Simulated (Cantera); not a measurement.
Feed: 1 mol V2O3, 12 mol H2, 25 mol N2, equilibrated at 0.00290 bar.

Cantera equilibrium calculation (NASA polynomials, part measured and part estimated; ideal gas, pure solids and liquids). Candidate condensed phases: H2O, V, VN, VO, V2O3, V2O4, V2O5; 28 gas species. VO: taken at fixed stoichiometry. Rates play no part.

**Question.** At 2223 K, list the 6 most abundant gas species with their mole fractions, and the condensed phases.

**Answer.** N2 0.632, H2 0.268, H 0.0616, VO2 0.0217, VO 0.0116, H2O 0.00411. Condensed: VO(l).
